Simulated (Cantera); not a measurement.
## Thermodynamics of silicon epitaxy and polysilicon growth, feed Si2Cl6 + N2

A closed system holds: 1 mol Si2Cl6, a varied amount of N2, equilibrated at 60.0 mbar.

Method: chemical equilibrium by Gibbs-energy minimisation in Cantera with the NASA 1993 tables (ideal gas, pure condensed phases). Candidate condensed phases: Si, Si3N4; 13 gas species. The feed counts by its element totals alone. N2 is the only nitrogen source here; it is nearly inert below about 1500 K, so the nitride shown seldom forms there in practice. The tables' values for SiCl3 are old estimates. The numbers say what is thermodynamically allowed, not how fast it happens.

### Question
Map the stable condensed phases over T = 800, 850, 900, 950, 1000, 1050, 1100, 1150, 1200, 1250, 1300, 1350, 1400, 1450 °C and n(N2) in mol = 10, 14, 19, 26, 36, 49, 68, 93, 130, 180.

### Answer
```
T in °C \ n(N2) in mol
          10  14  19  26  36  49  68  93 130 180
   1450    A   A   A   A   A   A   A   A   A   A
   1400    A   A   A   A   A   A   A   A   A   A
   1350    A   A   A   A   A   A   A   A   A   A
   1300    A   A   A   A   A   A   A   A   A   A
   1250    B   A   A   A   A   A   A   A   A   A
   1200    B   B   B   B   B   B   B   A   A   A
   1150    B   B   B   B   B   B   B   B   B   B
   1100    B   B   B   B   B   B   B   B   B   B
   1050    B   B   B   B   B   B   B   B   B   B
   1000    B   B   B   B   B   B   B   B   B   B
    950    B   B   B   B   B   B   B   B   B   B
    900    B   B   B   B   B   B   B   B   B   B
    850    B   B   B   B   B   B   B   B   B   B
    800    B   B   B   B   B   B   B   B   B   B
```
A: gas only; B: Si3N4.
